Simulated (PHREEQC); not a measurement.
Make-up at 80 °C: 0.0016 mol/kgw KHCO3, 0.0012 mol/kgw KOH and 0.015 mol/kgw KCl. Closed to the air; pH follows from the charge balance.

Equilibrium calculation in PHREEQC: Pitzer model, pitzer.dat.

Q: The ionic strength comes out as 0.0182 mol/kgw. What activity coefficients do Cl-, CO3-2, OH-, K+, HCO3- get?

A: Cl- 0.86, CO3-2 0.54, OH- 0.86, K+ 0.86, HCO3- 0.86. Single-ion values are on the MacInnes scale.

This is a speciation only: nothing precipitates in the calculation. At this temperature some constants are extrapolated from 25 °C, and those without enthalpy data are left unchanged.
